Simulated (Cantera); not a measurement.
Input (Python, Cantera) and output of one run.

```python
import numpy as np
import cantera as ct

gas_names = """
    H HNO HNO2 HNO3 HO2 H2 H2O H2O2 N NH NH2 NH3 NH2OH NO NO2 NO3 N2 N2H2 N2H4 N2O O OH O2 O3 Si SiH
    SiH2 SiH3 SiH4 SiN SiO SiO2 Si2 Si2N Si3
""".split()
cond_names = """
    H2O(s) H2O(L) Si(cr) Si(L) SiO2(Lqz) SiO2(hqz) SiO2(L) Si2N2O(s) Si3N4(a)
""".split()


# ... load() reads the species with a 1 bar reference pressure and builds the phases ...
atoms = {
    'Si3N4': {'Si': 3, 'N': 4},
    'N2O': {'N': 2, 'O': 1},
    'H2': {'H': 2},
}
top_T = {'Si2N2O(s)': 2100, 'Si3N4(a)': 2400}  # K; cautious upper limits of use, not melting points


# ... equilibrate(T, P, feed) seeds the gas with the atoms and calls Mixture.equilibrate('TP', solver="vcs", rtol=1e-11, max_steps=5000) ...
results = []
feed = {'Si3N4': 1, 'N2O': 0.01, 'H2': 34}  # mol
T = 2125  # K
P = 10000  # Pa
mix = equilibrate(T, P, feed)
results.append((T, P, feed, dict(zip(mix.species_names, mix.species_moles))))
print(gas.report(threshold=1e-05))
for i in range(1, mix.n_phases):
    print(f"{mix.phase(i).name:16s} {mix.phase_moles(i):12.5e} mol")
```

Output:

```
       temperature   2125 K
          pressure   10000 Pa
           density   0.0019914 kg/m^3
  mean mol. weight   3.5184 kg/kmol
   phase of matter   gas

                          1 kg             1 kmol
                     ---------------   ---------------
          enthalpy        1.7222e+07        6.0596e+07  J
   internal energy        1.2201e+07        4.2927e+07  J
           entropy             61219        2.1539e+05  J/K
    Gibbs function       -1.1287e+08       -3.9711e+08  J
 heat capacity c_p            9813.5             34528  J/K
 heat capacity c_v            7450.3             26213  J/K

                      mass frac. Y      mole frac. X     chem. pot. / RT
                     ---------------   ---------------   ---------------
                 H         0.0031744           0.01108           -11.025
                H2           0.53345             0.931           -22.049
                N2           0.44076          0.055358           -32.343
                Si          0.013857         0.0017359           -6.2281
               SiH         0.0022542        0.00027261           -17.253
              SiH2         0.0016503        0.00019289           -28.278
               SiN        0.00030389        2.5402e-05             -22.4
               SiO         0.0034523        0.00027554           -46.063
               Si2        0.00038094        2.3862e-05           -12.456
              Si2N        0.00059537         2.985e-05           -28.628
     [  +25 minor]        0.00011979        5.4855e-06

Si(L)             2.90475e+00 mol
SiO2(L)           0.00000e+00 mol
Si3N4(a)          0.00000e+00 mol
```

Equilibrium computed with Cantera from the NASA thermochemical tables; the gas is ideal and each condensed phase is pure. The tables' values for SiN are old estimates; treat these amounts as uncertain. Gases not in the tables: Si2H6 and higher silanes.
